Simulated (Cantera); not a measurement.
Mixture: H₂ : O₂ : N₂ : H₂O = 1 : 0.227 : 1.2 : 0.051 (molar parts), equivalence ratio 2.2, at 1000000 Pa, adiabatic and at constant volume. Ignition delay is the time to a rise of 400 K.

Computed with Cantera and GRI-Mech 3.0 (53 species, 325 reactions). The hydrogen kinetics of GRI-Mech 3.0 are dated; newer H2 mechanisms differ, most at raised pressure. Below about 950 K walls govern HO2 and H2O2 in real vessels.

Problem. Predict: delay at 850 K; delay at 1000 K; delay at 1150 K; delay at 1300 K.

Solution. 
```json
{
 "delay at 850 K": "0.348 s",
 "delay at 1000 K": "6.97 ms",
 "delay at 1150 K": "0.285 ms",
 "delay at 1300 K": "8.82 µs"
}
```
